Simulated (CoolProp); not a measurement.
Vapour pressure (MPa) of isobutene: the reference equation beside estimates from Tc = 418.1 K, pc = 4.016 MPa, ω = 0.193. Clausius-Clapeyron is anchored at 312.6 K with a constant enthalpy of vaporisation of 19.19 kJ/mol.

Model: reference Helmholtz-energy equation of state, Lemmon 2005, in CoolProp. It is a short technical equation, of lower accuracy than the large ones.

| T (K) | reference | Clausius-Clapeyron | van der Waals | Redlich-Kwong |
|---|---|---|---|---|
| 293 | ? | 0.2820 | 0.8097 | 0.3546 |
| 302.8 | 0.3503 | 0.3639 | 0.9555 | 0.4650 |
| 312.6 | 0.4622 | 0.4622 | 1.117 | 0.5981 |
| 322.4 | 0.5988 | ? | 1.296 | ? |
| 332.2 | 0.7634 | 0.7145 | 1.492 | 0.9407 |
| 342 | 0.9592 | 0.8720 | ? | 1.155 |
| 351.8 | 1.190 | 1.052 | 1.937 | 1.400 |
| 361.5 | 1.456 | 1.255 | 2.184 | 1.675 |
| 371.3 | ? | 1.485 | 2.454 | 1.987 |
| 381.1 | 2.125 | 1.743 | 2.743 | 2.336 |
| 390.9 | 2.536 | 2.029 | 3.052 | 2.724 |
| 400.7 | 3.005 | 2.344 | 3.381 | 3.152 |
| 410.5 | 3.543 | ? | 3.730 | 3.622 |

Q: Fill in the missing entries.

A: 
- 293, reference: 0.2601
- 322.4, Clausius-Clapeyron: 0.5785
- 322.4, Redlich-Kwong: 0.7559
- 342, van der Waals: 1.705
- 371.3, reference: 1.767
- 410.5, Clausius-Clapeyron: 2.689

Absolute difference from the reference over all 13 rows, mean and median: Clausius-Clapeyron 12.0 and 11.6 %, van der Waals 79.6 and 62.8 %, Redlich-Kwong 18.3 and 17.6 %.
